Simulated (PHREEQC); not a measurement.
Solution (20 °C): 2.8 mol SrCl2 and 0.054 mol BaCl2 per kg of water. Closed to the air; pH follows from the charge balance.

All values are PHREEQC results (Pitzer model, pitzer.dat), not measurements.

Problem. The ionic strength comes out as 8.56 mol/kgw. What activity coefficients do Sr+2, Cl-, Ba+2 get?

Solution. Sr+2 2.3, Cl- 0.67, Ba+2 0.79. Single-ion values are on the MacInnes scale.

Precipitation was switched off in this run.
